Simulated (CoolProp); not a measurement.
Vapour pressure (bar) of octamethylcyclotetrasiloxane (D4): the reference equation beside estimates from Tc = 313.4 °C, pc = 13.47 bar, ω = 0.598. Clausius-Clapeyron is anchored at 68.65 °C with a constant enthalpy of vaporisation of 50.33 kJ/mol.

Model: reference Helmholtz-energy equation of state, Thol 2015, in CoolProp.

```tsv
T (°C)	reference	Clausius-Clapeyron	van der Waals	Redlich-Kwong	Soave-Redlich-Kwong	Peng-Robinson
54.95	0.009638	0.009765	0.7717	0.1271	0.01024	0.01143
58.35	0.01171	0.01180	0.8218	0.1432	0.01237	0.01373
61.75	0.01415	0.01420	0.8741	0.1608	0.01486	0.01641
65.25	0.01710	0.01712	0.9303	0.1807	0.01787	0.01962
68.65	0.02046	0.02046	0.9872	0.2018	0.02128	0.02325
72.05	0.02436	0.02436	1.046	0.2248	0.02523	0.02743
75.55	0.02902	0.02904	1.110	0.2505	0.02993	0.03239
78.95	0.03425	0.03434	1.174	0.2775	0.03519	0.03792
82.35	0.04024	0.04048	1.241	0.3067	0.04122	0.04422
85.75	0.04710	0.04757	1.310	0.3382	0.04810	0.05139
89.25	0.05516	0.05598	1.384	0.3732	0.05616	0.05977
92.65	0.06405	0.06539	1.458	0.4097	0.06505	0.06897
96.05	0.07411	0.07615	1.535	0.4488	0.07510	0.07933
99.55	0.08580	0.08882	1.618	0.4919	0.08676	0.09133
102.95	0.09858	0.1029	1.700	0.5367	0.09950	0.1044
```

Absolute difference from the reference over all 15 rows, mean and median: Clausius-Clapeyron 1.2 and 0.8 %, van der Waals 3856.4 and 3327.7 %, Redlich-Kwong 755.8 and 710.2 %, Soave-Redlich-Kwong 3.1 and 2.7 %, Peng-Robinson 11.3 and 10.7 %.
